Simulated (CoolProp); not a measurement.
Vapour-liquid equilibrium of C2F6 (R116) (1) + R134a (2) at 248.3 K; x and y are mole fractions of (1).

Computed with CoolProp (multi-fluid Helmholtz-energy mixture model, Lemmon 2006 and Tillner-Roth 1994; pair parameters Bell 2016).

Question: Give the bubble pressure and the first vapour's composition at x = 0.425, 0.8, 0.875. Is there an azeotrope?

Answer: x = 0.425: 6.738 bar, y = 0.859; x = 0.8: 8.098 bar, y = 0.917; x = 0.875: 8.427 bar, y = 0.940. No azeotrope shows between x = 0.05 and 0.95.

The pair parameters rest on a limited set of measurements; away from them the model extrapolates. With so large a gap from Raoult's law the liquid may split in two, which this calculation doesn't test in full.
